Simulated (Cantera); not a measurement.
**ZrO₂ + H₂ (hydrogen reduction and annealing atmospheres)**

A closed system holds: 1 mol ZrO₂, a varied amount of H₂, held at 750 Torr.

Cantera equilibrium calculation (NASA polynomials, part measured and part estimated; ideal gas, pure solids and liquids). Candidate condensed phases: H₂O, Zr, ZrO₂; 12 gas species. Mutual solubility and eutectic melting of coexisting phases are not modelled. Condensed phases not in the tables: N, O or C dissolved in the metal. Equilibrium is a limit: real reactors are often held back by kinetics, nucleation or transport.

Stable condensed phases:

```
T in °C \ n(H₂) in mol
          210  270  350  460  590  770 1000 1300 1700 2200
   1577     A    A    A    A    A    A    B    B    B    B
   1527     A    A    A    A    A    A    A    B    B    B
   1477     A    A    A    A    A    A    A    A    A    A
   1427     A    A    A    A    A    A    A    A    A    A
   1377     A    A    A    A    A    A    A    A    A    A
   1327     A    A    A    A    A    A    A    A    A    A
   1277     A    A    A    A    A    A    A    A    A    A
   1227     A    A    A    A    A    A    A    A    A    A
   1177     A    A    A    A    A    A    A    A    A    A
   1127     A    A    A    A    A    A    A    A    A    A
   1077     A    A    A    A    A    A    A    A    A    A
   1027     A    A    A    A    A    A    A    A    A    A
```

A: ZrO₂; B: Zr + ZrO₂.
